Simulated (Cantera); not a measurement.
Feed: 1 mol Cr, 0.037 mol O2, 17 mol H2, equilibrated at 800 °C and 13300 Pa.

Method: chemical equilibrium by Gibbs-energy minimisation in Cantera with the NASA 1993 tables (ideal gas, pure condensed phases). Candidate condensed phases: Cr, Cr2O3, H2O; 13 gas species. Mutual solubility and eutectic melting of coexisting phases are not modelled. The numbers say what is thermodynamically allowed, not how fast it happens.

Base state: H2 1.000, H2O 2.32e-5 (mole fractions); condensed: Cr(s) + Cr2O3(s).

Question: What changes in the equilibrium state with this change: temperature from 800 °C to 1350 °C?

Answer: 
```json
[
 {"species": "H2", "before": "1.000", "after": "0.997"},
 {"species": "H2O", "before": "2.32e-5", "after": "0.00262"},
 {"species": "H", "before": "3.85e-8", "after": "0.000189"},
 {"species": "Cr", "before": "<1e-9", "after": "4.36e-5"},
 {"species": "Cr(s), mol", "before": "0.951", "after": "0.980"},
 {"species": "Cr2O3(s), mol", "before": "0.0245", "after": "0.00979"}
]
```
